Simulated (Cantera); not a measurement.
A Cantera script and what it prints.

```python
import numpy as np
import cantera as ct

gas_names = """
    CL CL2 H HCL H2 N NH NH2 NH3 N2 N2H2 N2H4 Si SiCL SiCL2 SiCL3 SiCL4 SiH SiHCL3 SiH2 SiH2CL2 SiH3
    SiH3CL SiH4 SiN Si2 Si2N Si3
""".split()
cond_names = """
    NH4CL(a) NH4CL(b) Si(cr) Si(L) Si3N4(a)
""".split()


# ... load() reads the species with a 1 bar reference pressure and builds the phases ...
atoms = {
    'Si2Cl6': {'Si': 2, 'CL': 6},
    'NH3': {'N': 1, 'H': 3},
    'N2': {'N': 2},
}
top_T = {'Si3N4(a)': 2400}  # K; cautious upper limits of use, not melting points


# ... equilibrate(T, P, feed) seeds the gas with the atoms and calls Mixture.equilibrate('TP', solver="vcs", rtol=1e-11, max_steps=5000) ...
results = []
feed = {'Si2Cl6': 1, 'NH3': 0.19, 'N2': 49}  # mol
P = 140  # Pa
for T in [798, 898, 998, 1098, 1198, 1298, 1398, 1498, 1598, 1698, 1798, 1898, 1998, 2098]:
    mix = equilibrate(T, P, feed)
    results.append((T, P, feed, dict(zip(mix.species_names, mix.species_moles))))

top = {s: max(r[3][s] / sum(r[3][g] for g in gas_names) for r in results) for s in gas_names}
cols = sorted((s for s in top if top[s] > 0.001), key=lambda s: -top[s])[:7]
seen = [c for c in cond_names if any(r[3].get(c, 0) > 1e-12 for r in results)]
print("log10 of partial pressures in bar; condensed amounts in mol")
print(f"{'T/K':>10s}" + "".join(f"{s[:9]:>10s}" for s in cols + seen))
for T, P, feed, n in results:
    ng = sum(n[g] for g in gas_names)
    print(f"{T:10.4g}" + "".join(f"{np.log10(max(n[s] / ng * P / 1e5, 1e-99)):10.3f}" for s in cols)
          + "".join(f"{n.get(c, 0):10.4g}" for c in seen))
```

Output:

```
log10 of partial pressures in bar; condensed amounts in mol
       T/K        N2        CL     SiCL2     SiCL4       HCL     SiCL3        Si  Si3N4(a)
       798    -2.871   -13.126   -11.699    -4.423    -4.820    -9.088   -30.251    0.2123
       898    -2.871   -11.475    -9.632    -4.424    -4.815    -7.870   -25.164    0.2127
       998    -2.871   -10.153    -7.985    -4.425    -4.813    -6.900   -21.102    0.2125
      1098    -2.871    -9.072    -6.647    -4.433    -4.811    -6.114   -17.784    0.2095
      1198    -2.871    -8.178    -5.554    -4.473    -4.812    -5.486   -15.024    0.1865
      1298    -2.874    -7.463    -4.715    -4.672    -4.818    -5.082   -12.692   0.07026
      1398    -2.876    -6.588    -4.525    -4.845    -4.814    -5.000   -11.745         0
      1498    -2.877    -5.698    -4.519    -4.891    -4.813    -4.957   -11.344         0
      1598    -2.879    -5.006    -4.468    -5.055    -4.815    -4.959   -10.774         0
      1698    -2.884    -4.604    -4.369    -5.563    -4.820    -5.114    -9.796         0
      1798    -2.887    -4.468    -4.307    -6.481    -4.824    -5.498    -8.512         0
      1898    -2.888    -4.430    -4.289    -7.507    -4.831    -5.964    -7.231         0
      1998    -2.889    -4.392    -4.295    -8.443    -4.854    -6.400    -6.109         0
      2098    -2.892    -4.284    -4.351    -9.192    -4.900    -6.771    -5.289         0
```

Cantera equilibrium calculation (NASA polynomials, part measured and part estimated; ideal gas, pure solids and liquids). The feed counts by its element totals alone. The tables' values for SiCl3, SiCl, SiN are old estimates; treat these amounts as uncertain.
